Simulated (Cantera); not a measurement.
**Thermodynamics of fluorocarbon and chlorocarbon gases, feed CH3Cl + F2**

Feed: 1 mol CH3Cl, 0.044 mol F2, at 0.00680 bar.

These are equilibrium values from Cantera (NASA tables, ideal gas, pure condensed phases), not measurements of a reactor. Candidate condensed phases: C, C6H6, C7H8, C8H18; 118 gas species. Equilibrium is a limit: real reactors are often held back by kinetics, nucleation or transport.

From 773 K to 2773 K the condensed part is C(graphite). The main C-bearing gas is CH4 at 773 K and C2H2 (acetylene) at 2773 K.

| T (K) | log p HCl | log p H2 | log p H | log p Cl | log p HF | n C(graphite) |
|---|---|---|---|---|---|---|
| 773 | -2.48 | -2.50 | -13.29 | -13.24 | -3.53 | 0.994 |
| 973 | -2.48 | -2.50 | -10.21 | -10.22 | -3.53 | 1.000 |
| 1173 | -2.48 | -2.50 | -8.18 | -8.22 | -3.53 | 1.000 |
| 1373 | -2.48 | -2.50 | -6.73 | -6.79 | -3.53 | 1.000 |
| 1573 | -2.48 | -2.50 | -5.64 | -5.72 | -3.53 | 1.000 |
| 1773 | -2.48 | -2.50 | -4.80 | -4.89 | -3.53 | 1.000 |
| 1973 | -2.49 | -2.50 | -4.12 | -4.23 | -3.54 | 0.999 |
| 2173 | -2.52 | -2.52 | -3.58 | -3.71 | -3.55 | 0.996 |
| 2373 | -2.59 | -2.56 | -3.13 | -3.32 | -3.57 | 0.988 |
| 2573 | -2.75 | -2.66 | -2.79 | -3.04 | -3.62 | 0.972 |
| 2773 | -3.01 | -2.85 | -2.55 | -2.88 | -3.70 | 0.918 |
log p: log10 of the partial pressure in bar; n: condensed amount in mol.
